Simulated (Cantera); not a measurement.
Thermodynamics of abatement and gas-phase synthesis, feed HI + O2 + N2

Feed: 1 mol HI, 0.056 mol O2, 0.48 mol N2, equilibrated at 925 K and 0.675 Torr.

These are equilibrium values from Cantera (NASA tables, ideal gas, pure condensed phases), not measurements of a reactor. Candidate condensed phases: H2O, I2; 27 gas species. Equilibrium is a limit: real reactors are often held back by kinetics, nucleation or transport.

| Item | Value |
|---|---|
| x(HI) | 0.331 |
| x(N2) | 0.294 |
| x(I) | 0.188 |
| x(H2) | 0.0718 |
| x(H2O) | 0.0686 |
| x(I2) | 0.0463 |
| gas amount | 1.634 mol |
| log10 activity of I2(l) (absent) | -6.36 |
